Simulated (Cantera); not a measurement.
# Reactions in the system Ba-F-H-O

Source: NASA polynomial tables (part measured, part estimated), evaluated in Cantera. Values are per mole of reaction as written; species without (g) are pure solids or liquids, kept so even where they would boil at 1 bar.

H2O2(g) + 2 HF(g) + 2 BaO = 2 Ba(OH)2 + 2 F(g)

```tsv
T (K)	ΔH° (kJ)	ΔS° (J/K)	ΔG° (kJ)	log10 K
300	43.9	-194.2	102.2	-17.79
375	48.4	-181.0	116.2	-16.19
400	50.0	-176.8	120.7	-15.76
425	51.6	-172.7	125.1	-15.37
450	53.3	-168.9	129.3	-15.01
475	55.1	-165.1	133.5	-14.68
500	56.8	-161.6	137.6	-14.37
525	58.5	-158.2	141.6	-14.09
550	60.3	-154.9	145.5	-13.82
575	62.0	-151.8	149.3	-13.57
```

3 BaF2 + 6 H(g) + O3(g) = 6 HF(g) + 3 BaO

```
T (K)  ΔH° (kJ)  ΔS° (J/K)  ΔG° (kJ)  log10 K
-----  --------  ---------  --------  -------
300     -1104.0       42.3   -1116.7   194.43
375     -1109.1       27.1   -1119.3   155.90
400     -1110.9       22.5   -1119.9   146.24
425     -1112.7       18.0   -1120.4   137.70
450     -1114.6       13.7   -1120.8   130.10
475     -1116.5        9.6   -1121.1   123.28
500     -1118.5        5.6   -1121.3   117.14
525     -1120.4        1.8   -1121.4   111.57
550     -1122.4       -1.9   -1121.4   106.50
575     -1124.5       -5.5   -1121.3   101.86
```
